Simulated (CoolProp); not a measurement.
Properties of cyclohexane along the isotherm 620 K.

The numbers come from the reference Helmholtz-energy equation of state, Zhou 2014 in CoolProp.

| p (kPa) | phase | cv (kJ/(kg K)) | isothermal compressibility (1/MPa) | viscosity (µPa s) |
|---|---|---|---|---|
| 437 | gas | 2.660 | 2.350 | 13.7 |
| 874 | gas | 2.666 | 1.209 | 13.8 |
| 1310 | gas | 2.672 | 0.8323 | 14.1 |
| 1750 | gas | 2.680 | 0.6449 | 14.4 |
| 2190 | gas | 2.688 | 0.5352 | 14.8 |
| 2620 | gas | 2.697 | 0.4659 | 15.2 |
| 3060 | gas | 2.706 | 0.4176 | 15.7 |
| 3500 | gas | 2.717 | 0.3841 | 16.2 |
| 3930 | gas | 2.729 | 0.3614 | 16.7 |
| 4370 | supercritical | 2.742 | 0.3458 | 17.4 |
| 4810 | supercritical | 2.756 | 0.3361 | 18.1 |
| 5250 | supercritical | 2.770 | 0.3307 | 18.9 |
| 5680 | supercritical | 2.785 | 0.3266 | 19.9 |
| 6120 | supercritical | 2.799 | 0.3181 | 21.4 |

Viscosity comes from a separate model (Tariq 2014).
